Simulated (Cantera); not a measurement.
Cantera run, input and output.

```python
import numpy as np
import cantera as ct

gas = ct.Solution("gri30.yaml")
gas.TPX = 1025, 380000, {'CH3OH': 1, 'O2': 0.625, 'N2': 2.35}
reactor = ct.IdealGasConstPressureReactor(gas, energy="on", clone=False)
net = ct.ReactorNet([reactor])
net.rtol, net.atol = 1e-08, 1e-16
show = ['CH3OH', 'O2', 'H', 'HCN', 'C2H4', 'NO']
times = np.geomspace(9e-06, 0.1, 11)

steps = ct.SolutionArray(gas, extra=["t"])
rows = []
print(f"{'t/s':>10s}{'T/K':>9s}{'P/Pa':>11s}" + "".join(f"{s:>11s}" for s in show))
for t in times:
    while net.time < t:
        t_next = net.step()
        steps.append(gas.state, t=t_next)
    rows.append([np.interp(t, steps.t, y) for y in (steps.T, steps.P, *steps(*show).X.T)])
    print(f"{t:10.3e}{rows[-1][0]:9.1f}{rows[-1][1]:11.4g}" + "".join(f"{x:11.3e}" for x in rows[-1][2:]))
rate = np.gradient(steps.T, steps.t)
print("integrator steps:", len(steps.t))
if steps.T.max() > steps.T[0] + 200:
    print(f"time of steepest temperature rise: {steps.t[rate.argmax()]:.4e} s")
gas.TPX = 1025, 380000, {'CH3OH': 1, 'O2': 0.625, 'N2': 2.35}
gas.equilibrate("HP")
print(f"equilibrium (HP): T = {gas.T:.1f} K  " + "  ".join(f"{s} {gas[s].X[0]:.3e}" for s in show))
```

Result:

```
       t/s      T/K       P/Pa      CH3OH         O2          H        HCN       C2H4         NO
 9.000e-06   1025.0    3.8e+05  2.516e-01  1.572e-01  1.170e-12  2.797e-25  7.410e-19  5.455e-25
 2.285e-05   1025.0    3.8e+05  2.516e-01  1.572e-01  1.205e-12  7.248e-25  4.247e-18  1.504e-24
 5.800e-05   1025.0    3.8e+05  2.516e-01  1.572e-01  1.214e-12  1.862e-24  1.636e-17  3.994e-24
 1.472e-04   1025.0    3.8e+05  2.516e-01  1.572e-01  1.217e-12  4.754e-24  4.813e-17  1.033e-23
 3.737e-04   1025.0    3.8e+05  2.516e-01  1.572e-01  1.224e-12  1.211e-23  1.288e-16  2.645e-23
 9.487e-04   1025.0    3.8e+05  2.516e-01  1.572e-01  1.244e-12  3.086e-23  3.333e-16  6.771e-23
 2.408e-03   1025.0    3.8e+05  2.516e-01  1.572e-01  1.312e-12  7.912e-23  8.511e-16  1.770e-22
 6.113e-03   1025.0    3.8e+05  2.516e-01  1.572e-01  1.665e-12  2.095e-22  2.158e-15  5.372e-22
 1.552e-02   1025.0    3.8e+05  2.516e-01  1.572e-01  3.641e-12  6.530e-22  5.431e-15  3.539e-21
 3.939e-02   1025.1    3.8e+05  2.515e-01  1.572e-01  2.176e-11  3.798e-21  1.354e-14  7.057e-20
 1.000e-01   2067.3    3.8e+05  2.895e-12  7.571e-08  5.487e-04  9.558e-08  1.582e-15  1.287e-06
integrator steps: 2486
time of steepest temperature rise: 8.0984e-02 s
equilibrium (HP): T = 2067.2 K  CH3OH 2.950e-12  O2 7.568e-08  H 5.487e-04  HCN 3.082e-07  C2H4 1.336e-15  NO 4.121e-06
```

Computed with Cantera and GRI-Mech 3.0 (53 species, 325 reactions). GRI-Mech 3.0 was tuned for natural gas; its chemistry of methanol as a main component is partial and can be far from experiment.
